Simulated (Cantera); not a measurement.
# Si2H6 + NO + N2 (silicon oxide and oxynitride deposition)

A closed system holds: 1 mol Si2H6, a varied amount of NO, 170 mol N2, held at 402 °C and 100 Torr.

These are equilibrium values from Cantera (NASA tables, ideal gas, pure condensed phases), not measurements of a reactor. Candidate condensed phases: H2O, Si, SiO2, Si2N2O, Si3N4; 35 gas species. The feed counts by its element totals alone. Equilibrium is a limit: real reactors are often held back by kinetics, nucleation or transport.

From 0.35 mol NO to 0.82 mol NO the condensed part is Si2N2O(s) + Si3N4(s). From 1.3 mol NO to 3 mol NO the condensed part is SiO2(α-quartz) + Si2N2O(s). From 4.6 mol NO to 17 mol NO the condensed part is SiO2(α-quartz).

```csv
n(NO) (mol),x N2,x O2,x H2,x H2O,x NH3,x NO,x NO2,n Si2N2O(s),n Si3N4(s),n SiO2(α-quartz)
0.35,0.983,<1e-12,0.0174,<1e-12,3.98e-6,<1e-12,<1e-12,0.350,0.433,0
0.54,0.983,<1e-12,0.0174,<1e-12,3.98e-6,<1e-12,<1e-12,0.540,0.307,0
0.82,0.983,<1e-12,0.0174,<1e-12,3.97e-6,<1e-12,<1e-12,0.820,0.120,0
1.3,0.983,<1e-12,0.0174,1.04e-7,3.96e-6,<1e-12,<1e-12,0.900,0,0.200
1.9,0.983,<1e-12,0.0173,1.03e-7,3.94e-6,<1e-12,<1e-12,0.700,0,0.600
3,0.983,<1e-12,0.0172,1.03e-7,3.91e-6,<1e-12,<1e-12,0.333,0,1.33
4.6,0.983,<1e-12,0.0137,0.00342,2.77e-6,<1e-12,<1e-12,0,0,2.00
7.1,0.983,0.000283,<1e-12,0.0170,<1e-12,6.46e-9,1.35e-10,0,0,2.00
11,0.972,0.0111,<1e-12,0.0166,<1e-12,4.02e-8,5.27e-9,0,0,2.00
17,0.957,0.0268,<1e-12,0.0161,<1e-12,6.20e-8,1.27e-8,0,0,2.00
```
x: gas mole fraction; n: condensed amount in mol.
